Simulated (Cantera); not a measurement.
**Equilibrium for carbon deposition, reforming and gasification: acetone + H₂O + H₂**

A closed system holds: 1 mol acetone, 0.043 mol H₂O, 4.6 mol H₂, equilibrated at 0.180 bar.

These are equilibrium values from Cantera (NASA tables, ideal gas, pure condensed phases), not measurements of a reactor. Candidate condensed phases: C, C₆H₆, C₇H₈, C₈H₁₈, H₂O; 110 gas species. The feed counts by its element totals alone. Rates play no part.

```tsv
T (°C)	x H₂	x CO	x H	x C₂H₂ (acetylene)	x C₂H	x CH₄	n C(graphite)
1375	0.879	0.120	0.000197	3.93e-5	3.81e-11	0.000187	1.95
1525	0.879	0.120	0.000778	0.000152	1.17e-9	0.000108	1.95
1675	0.877	0.120	0.00249	0.000473	2.10e-8	6.77e-5	1.95
1825	0.872	0.120	0.00677	0.00124	2.49e-7	4.54e-5	1.93
1975	0.862	0.119	0.0161	0.00286	2.10e-6	3.18e-5	1.91
2125	0.842	0.118	0.0341	0.00582	1.35e-5	2.28e-5	1.85
2275	0.808	0.116	0.0655	0.0107	6.86e-5	1.63e-5	1.76
2425	0.753	0.113	0.115	0.0176	0.000286	1.14e-5	1.62
```
x: gas mole fraction; n: condensed amount in mol.

From 1375 °C to 2425 °C the condensed part is C(graphite). The main C-bearing gas is CO throughout. The share of C in condensed phases is highest at 1375 °C (65.2 %) and lowest at 2425 °C (53.9 %).
